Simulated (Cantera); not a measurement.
A perfectly stirred reactor is fed with 3.10 % CH₄, 96.9 % H₂, at 13300 Pa; it is held at 2150 K, and followed from long to short residence time.

Detailed kinetics in Cantera: GRI-Mech 3.0 (53 species, 325 reactions). GRI-Mech 3.0 stops at C3 and has no aromatics, soot or wall deposition, so with more carbon than oxygen in the feed, carbon stays in small species such as C2H2 where larger ones or solid carbon would form.

One state of this run: x CH₄ = 0.00500; x H₂ = 0.973; x C₂H = 3.47e-6; x C₂H₆ = 3.24e-7; x C₂H₂ = 0.0121. x: mole fraction; the columns are a selection and need not sum to one.

Question: Which value of τ (s) does it belong to?
A) 0.017
B) 16
C) 2.9
D) 0.0031

Answer: A, 0.017
